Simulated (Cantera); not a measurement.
A perfectly stirred reactor is fed with C₂H₆ : O₂ : N₂ : H₂O = 1 : 2.5 : 9.4 : 3.7 (molar parts), at 0.650 bar; it is adiabatic with a 575 K inlet, and is followed from long to short residence time, starting on the burning branch (τ in s: 0.03, 0.017, 0.01, 0.0059, 0.0034, 0.002, 0.0012, 0.00067, 0.00039, 0.00023, 0.00013, 7.6e-05).

Computed with Cantera and GRI-Mech 3.0 (53 species, 325 reactions).

Predict: blow-out, bracketed by the residence times tried; x(C₂H₆) at τ = 30.0 ms; x(O₂) at τ = 30.0 ms; x(H₂O) at τ = 30.0 ms; x(C₂H₄) at τ = 30.0 ms; x(CH₂) at τ = 30.0 ms; x(C₂H₆) at τ = 1.20 ms; x(O₂) at τ = 1.20 ms; x(H₂O) at τ = 1.20 ms; x(C₂H₄) at τ = 1.20 ms; x(CH₂) at τ = 1.20 ms.


| Quantity | Value |
|---|---|
| blow-out, bracketed by the residence times tried | burning at 0.670 ms, out at 0.390 ms |
| x(C₂H₆) at τ = 30.0 ms | 4.65e-6 |
| x(O₂) at τ = 30.0 ms | 0.000338 |
| x(H₂O) at τ = 30.0 ms | 0.308 |
| x(C₂H₄) at τ = 30.0 ms | 9.05e-6 |
| x(CH₂) at τ = 30.0 ms | 1.46e-6 |
| x(C₂H₆) at τ = 1.20 ms | 9.70e-5 |
| x(O₂) at τ = 1.20 ms | 0.00478 |
| x(H₂O) at τ = 1.20 ms | 0.309 |
| x(C₂H₄) at τ = 1.20 ms | 0.000160 |
| x(CH₂) at τ = 1.20 ms | 1.80e-5 |
